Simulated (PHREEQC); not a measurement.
Make-up at 20 °C: 0.67 mmol/kgw Cu(BF4)2 and 2.7 mmol/kgw HBF4. Closed to the air; pH follows from the charge balance.

The numbers come from PHREEQC with the ion-association model, phreeqc.dat.

This is a speciation only: nothing precipitates in the calculation.

Task: Order these B species by the share of B that they hold, largest first: BF4-, BF2(OH)2-, BF3OH-, H3BO3.

Result: BF4- (67 %), H3BO3 (24 %), BF3OH- (6.8 %), BF2(OH)2- (2.3 %)

The pH is 2.59 and the ionic strength 0.00475 mol/kgw. Complexes and solids missing from the database can't appear. Real BF4- forms and hydrolyses slowly; the run takes it at equilibrium.
